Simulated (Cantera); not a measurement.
Low-pressure radical oxidation in H2/O2

An isothermal, constant-pressure homogeneous reactor starts with 3.66 % H2, 96.3 % O2, equivalence ratio 0.019, at 1075 K and 0.0263 atm.

Computed with Cantera and GRI-Mech 3.0 (53 species, 325 reactions). Radical loss at walls, strong at low pressure, is not modelled. The temperature is held fixed by assumption; the heat of reaction is taken as removed at once.

| t (s) | x H2 | x O2 | x O | x OH | x H2O2 | x HO2 | x H2O |
|---|---|---|---|---|---|---|---|
| 8.00e-5 | 0.0366 | 0.963 | 2.25e-10 | 1.74e-10 | <1e-12 | 3.72e-10 | 9.62e-11 |
| 0.000277 | 0.0366 | 0.963 | 2.55e-9 | 1.53e-9 | <1e-12 | 1.32e-9 | 2.59e-9 |
| 0.000961 | 0.0366 | 0.963 | 3.55e-7 | 1.98e-7 | 5.52e-12 | 1.14e-8 | 5.09e-7 |
| 0.00333 | 0.00366 | 0.942 | 0.0158 | 0.00297 | 4.25e-7 | 1.01e-5 | 0.0279 |
| 0.0115 | 0.000233 | 0.954 | 0.00787 | 0.00102 | 1.45e-7 | 6.45e-6 | 0.0358 |
| 0.0400 | 3.55e-5 | 0.961 | 0.00124 | 0.000392 | 1.19e-7 | 2.88e-6 | 0.0370 |
| 0.139 | 3.40e-6 | 0.963 | 0.000127 | 0.000126 | 6.38e-8 | 7.13e-7 | 0.0372 |
| 0.480 | 3.54e-7 | 0.963 | 1.45e-5 | 4.27e-5 | 2.21e-8 | 1.29e-7 | 0.0373 |
| 1.67 | 5.08e-8 | 0.963 | 2.24e-6 | 1.68e-5 | 6.25e-9 | 2.42e-8 | 0.0373 |
| 5.77 | 9.76e-9 | 0.963 | 4.53e-7 | 7.55e-6 | 1.70e-9 | 5.52e-9 | 0.0373 |
| 20.0 | 2.26e-9 | 0.963 | 1.08e-7 | 3.68e-6 | 4.73e-10 | 1.87e-9 | 0.0373 |
x: mole fraction; the columns are a selection and need not sum to one.

Equilibrium at this temperature and pressure: H2 1.64e-10, O2 0.963, O 7.93e-9, OH 9.98e-7, H2O2 4.11e-11, HO2 2.20e-9, H2O 0.0373 (gas phase only).
